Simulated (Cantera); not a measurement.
A closed system holds: 1 mol SiCl4, 9.2 mol N2, 5.8 mol H2, at 2050 K and 0.133 bar.

Equilibrium computed with Cantera from the NASA thermochemical tables; the gas is ideal and each condensed phase is pure. Candidate condensed phases: NH4Cl, Si, Si3N4; 28 gas species. The tables' values for SiCl3, SiCl, SiN are old estimates; treat these amounts as uncertain. Gases not in the tables: Si2H6 and higher silanes. The numbers say what is thermodynamically allowed, not how fast it happens.

Base state: N2 0.540, H2 0.280, HCl 0.117, SiCl2 0.0568, H 0.00329, Cl 0.00101, SiCl3 0.000886, SiCl 0.000566 (mole fractions); condensed: gas only.

Task: What changes in the equilibrium state with this change: temperature from 2050 K to 1448 K?

Result: 
| species | before | after |
|---|---|---|
| N2 | 0.540 | 0.527 |
| H2 | 0.280 | 0.243 |
| HCl | 0.117 | 0.223 |
| SiCl2 | 0.0568 | 0.00239 |
| SiCl4 | 1.47e-5 | 0.00297 |
| Si | 0.000299 | <1e-9 |
| SiCl | 0.000566 | 1.59e-8 |
| Si3N4(s), mol | 0 | 0.295 |
N2 is the only nitrogen source here; it is nearly inert below about 1500 K, so the nitride shown seldom forms there in practice. The tables' values for SiCl3 are old estimates; treat these amounts as uncertain.

Task: What changes in the equilibrium state with this change: SiCl4 replaced by SiH2Cl2?

Result: 
```csv
species,before,after
N2,0.540,0.540
H2,0.280,0.365
HCl,0.117,0.0643
SiCl2,0.0568,0.0257
SiCl4,1.47e-5,1.55e-6
SiCl3,0.000886,0.000193
"Si(l), mol",0,0.535
```
The tables' values for SiCl, SiCl3, SiN are old estimates; treat these amounts as uncertain.
